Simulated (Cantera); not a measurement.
A Cantera script and what it prints.

```python
import numpy as np
import cantera as ct

gas_names = [...]  # 87 gases of nasa_gas.yaml made of C, H, Si
cond_names = """
    C(gr) C6H6(L) C7H8(L) C8H18(L),n-octa Si(cr) Si(L) SiC(b)
""".split()


# ... load() reads the species with a 1 bar reference pressure and builds the phases ...
atoms = {
    'Si(CH3)4': {'Si': 1, 'C': 4, 'H': 12},
    'C2H4': {'C': 2, 'H': 4},
    'H2': {'H': 2},
}
top_T = {'C(gr)': 4500, 'SiC(b)': 3050}  # K; cautious upper limits of use, not melting points


# ... equilibrate(T, P, feed) seeds the gas with the atoms and calls Mixture.equilibrate('TP', solver="vcs", rtol=1e-11, max_steps=5000) ...
results = []
feed = {'Si(CH3)4': 1, 'C2H4': 0.017, 'H2': 150}  # mol
P = 100000  # Pa
for T in [1098, 1198, 1298, 1398, 1498, 1598, 1698, 1798, 1898, 1998, 2098, 2198, 2298, 2398]:
    mix = equilibrate(T, P, feed)
    results.append((T, P, feed, dict(zip(mix.species_names, mix.species_moles))))

top = {s: max(r[3][s] / sum(r[3][g] for g in gas_names) for r in results) for s in gas_names}
cols = sorted((s for s in top if top[s] > 0.001), key=lambda s: -top[s])[:8]
seen = [c for c in cond_names if any(r[3].get(c, 0) > 1e-12 for r in results)]
print("log10 of partial pressures in bar; condensed amounts in mol")
print(f"{'T/K':>10s}" + "".join(f"{s[:9]:>10s}" for s in cols + seen))
for T, P, feed, n in results:
    ng = sum(n[g] for g in gas_names)
    print(f"{T:10.4g}" + "".join(f"{np.log10(max(n[s] / ng * P / 1e5, 1e-99)):10.3f}" for s in cols)
          + "".join(f"{n.get(c, 0):10.4g}" for c in seen))
```

Result:

```
log10 of partial pressures in bar; condensed amounts in mol
       T/K        H2       CH4         H C2H2,acet     C(gr)    SiC(b)
      1098    -0.009    -1.703    -7.611    -8.400         0         1
      1198    -0.007    -1.808    -6.724    -7.012    0.6455         1
      1298    -0.003    -2.106    -5.972    -6.257     1.819         1
      1398    -0.002    -2.363    -5.326    -5.613      2.36         1
      1498    -0.001    -2.588    -4.765    -5.056     2.629         1
      1598    -0.001    -2.785    -4.274    -4.570     2.769         1
      1698    -0.001    -2.958    -3.840    -4.143     2.838         1
      1798    -0.001    -3.112    -3.454    -3.764     2.858    0.9999
      1898    -0.001    -3.249    -3.107    -3.425     2.826    0.9995
      1998    -0.001    -3.372    -2.795    -3.122     2.729    0.9985
      2098    -0.002    -3.484    -2.513    -2.848     2.538    0.9951
      2198    -0.004    -3.586    -2.256    -2.600     2.212    0.9851
      2298    -0.006    -3.680    -2.022    -2.375     1.702    0.9555
      2398    -0.010    -3.769    -1.808    -2.171    0.9555    0.8716
```

Equilibrium computed with Cantera from the NASA thermochemical tables; the gas is ideal and each condensed phase is pure. Gases not in the tables: Si2H6 and higher silanes.
